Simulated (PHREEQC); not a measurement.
Acid rinse or clean: an equilibrium model

Dissolve 0.0014 mol/kgw H2SO4, 0.00051 mol/kgw AlCl3 and 0.025 mol/kgw KCl at 40 °C. Closed to the air; pH follows from the charge balance.

Equilibrium calculation in PHREEQC: ion-association model, wateq4f.dat.

Each row changes one thing in this solution. Precipitation was switched off in this run.

| case | pH | ionic strength (mol/kgw) |
|---|---|---|
| as made | 2.64 | 0.0305 |
| H2SO4 left out | (withheld) | 0.0279 |
| 0.0027 mol/kgw Al2(SO4)3 added | (withheld) | (withheld) |
| AlCl3 from 0.00051 to 0.000459 mol/kgw | 2.64 | 0.0303 |
| KCl from 0.025 to 0.25 mol/kgw | 2.67 | 0.256 |
| AlCl3 left out | 2.65 | (withheld) |
| AlCl3 from 0.00051 to 5.1e-05 mol/kgw | 2.65 | 0.0287 |

Task: Complete the blanks.

Result: 
- H2SO4 left out, pH: 4.07
- 0.0027 mol/kgw Al2(SO4)3 added, pH: 2.73
- 0.0027 mol/kgw Al2(SO4)3 added, ionic strength (mol/kgw): 0.0456
- AlCl3 left out, ionic strength (mol/kgw): 0.0285

Species that the database lacks are ignored. Some of these states are supersaturated (in Boehmite (slow to form), Gibbsite (slow to form), for instance). At this temperature some constants are extrapolated from 25 °C, and those without enthalpy data are left unchanged.
